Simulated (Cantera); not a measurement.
A diamond (100) surface in a fixed gas of H2 with x(CH4) = 0.0093, x(H) = 0.001, x(CH3) = 0.00099, at 1325 K; coverages are run to steady state.

Detailed kinetics in Cantera: the Harris–Goodwin 1993 mechanism for the reconstructed diamond (100) surface.

One state of this run: growth (µm/h) = 0.926; θ c6HH = 0.418; θ c6H* = 0.0486; θ c6*H = 0.499; θ c6** = 0.0277; θ c6HM = 0.000360. θ: site fractions in the mechanism's names (c6HH fully hydrogenated, c6H* and c6*H radical sites, c6** diradical, c6HM methylated).

Which value of P (Pa) does it belong to?
A. 13000
B. 7700
C. 390
D. 1700

D, 1700
